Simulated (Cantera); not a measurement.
**Stirred combustor or abatement burner**

A perfectly stirred reactor is fed with 7.14 % CH4, 0.928 % C2H6, 18.1 % O2, 68.0 % N2, 5.92 % H2O, equivalence ratio 0.97, at 1.00 bar; it is adiabatic with a 323 K inlet, and is followed from long to short residence time, starting on the burning branch (τ in s: 0.036, 0.013, 0.0045, 0.0016, 0.00056, 0.0002, 7e-05, 2.5e-05, 8.8e-06).

Model: GRI-Mech 3.0 (53 species, 325 reactions), integrated in Cantera.

```
τ (s)    T (K)     x CH4   x C2H6     x O2     x CO      x NO
-------  -----  --------  -------  -------  -------  --------
0.036     2092   9.09e-6  1.74e-7  0.00975  0.00720  0.000279
0.013     2058   1.82e-5  4.35e-7   0.0116  0.00965  0.000196
0.0045    2009   3.82e-5  1.08e-6   0.0141   0.0129  0.000138
0.0016    1947   8.31e-5  2.57e-6   0.0171   0.0167   9.47e-5
0.00056   1872  0.000203  6.47e-6   0.0211   0.0213   5.97e-5
0.00020   1780  0.000603  1.90e-5   0.0273   0.0287   3.21e-5
7.0e-5     323    0.0714  0.00928    0.181   <1e-12    <1e-12
2.5e-5     323    0.0714  0.00928    0.181   <1e-12    <1e-12
8.8e-6     323    0.0714  0.00928    0.181   <1e-12    <1e-12
```
x: mole fraction; the columns are a selection and need not sum to one.
